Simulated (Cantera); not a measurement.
Input: 1 mol SiO2, 2.3 mol CH4, 1.3 mol CO, held at 1.00 bar.

Cantera equilibrium calculation (NASA polynomials, part measured and part estimated; ideal gas, pure solids and liquids). Candidate condensed phases: C, C6H6, C7H8, C8H18, H2O, Si, SiC, SiO2; 123 gas species. The tables hold silica as quartz up to 1696 K and as liquid above; real silica turns to tridymite and cristobalite and melts near 1996 K. Rates play no part.

Over these rows the condensed part is C(graphite) + SiO2(β-quartz). Partial pressures as log10 of bar:

```tsv
T (K)	1000/T (1/K)	log p H2O	log p H2	log p CO
1073	0.9320	-1.71	-0.13	-0.70
1173	0.8525	?	-0.12	-0.67
1273	0.7855	-2.70	-0.11	-0.66
1373	0.7283	-3.10	-0.11	-0.66
1473	0.6789	-3.45	-0.11	-0.66
1573	0.6357	-3.75	-0.11	-0.66
```

**Question.** Fit log p(H2O) = a + b·(1000/T) to the five rows, give the apparent enthalpy, and predict the row at 1173 K.

**Answer.** Means: 1000/T = 0.7521, log p = -2.942. Sxy = 0.364717, Sxx = 0.0529532, so b = 6.89 and a = -2.942 − (6.89)×0.7521 = -8.12.
Apparent enthalpy: −19.145 × (6.89) = -132 kJ/mol. With the condensed phases at unit activity, H2(g) + CO(g) = H2O(g) + C(graphite) links this pressure to the main gases: over the six rows their terms move log p by +0.06 in all, so the slope is close to that reaction's ΔH°. The five rows lie within 0.01 of the line.
Prediction at 1173 K: -8.12 + (6.89)×0.8525 = -2.25. The computed value is -2.23, 0.02 from the line.
